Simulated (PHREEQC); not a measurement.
## Ultrapure water in contact with air or piping (model solution)

A made-up water analysis in mg/L, 20 °C, pH 5.63, pe 9.1:

```tsv
constituent	mg/L
Na	0.12
K	0.084
Ca	0.57
Mg	0.0459
Cl	0.393
S(6) as SO4	0.804
Alkalinity as HCO3	0.666
Cu(2)	0.000714
```

Valence states are taken as typed.

Equilibrium calculation in PHREEQC: ion-association model, phreeqc.dat.

No solid was allowed to form.

Problem. Estimate the charge-balance error.

Solution. charge-balance error 1.1 %.

Problem. In which forms is C present?

Solution. CO2 85 %, HCO3- 15 % of the C.

Species that the database lacks are ignored.
